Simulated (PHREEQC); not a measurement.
**Hard or scaling water**

A solution holds 40 mmol/kgw CaCl2, 0.35 mmol/kgw NaF and 0.38 mmol/kgw H4SiO4, at 20 °C. Closed to the air; pH follows from the charge balance.

Model: ion-association model, phreeqc.dat, run in PHREEQC.

```json
{
 "pH": "6.66",
 "ionic_strength": "0.120 mol/kgw",
 "specific_conductance": "7360 µS/cm",
 "density": "1.002 g/cm³"
}
```

```tsv
species	molality	activity	log γ
Cl-	0.0800	0.0604	-0.122
Ca+2	0.0400	0.0149	-0.428
H4SiO4	0.000380	0.000390	0.012
Na+	0.000350	0.000272	-0.110
F-	0.000350	0.000262	-0.126
H3SiO4-	2.89e-7	2.19e-7	-0.121
H+	2.68e-7	2.20e-7	-0.087
HF	7.68e-8	7.90e-8	0.012
OH-	4.15e-8	3.11e-8	-0.126
NaF	3.99e-8	4.10e-8	0.012
CaOH+	1.46e-8	1.13e-8	-0.112
```

No solid was allowed to form. Saturation is exceeded, for instance for Fluorite, Quartz (slow to form); the values hold only as long as no solid forms. SiF6-2 is the database's only silicon fluoride.
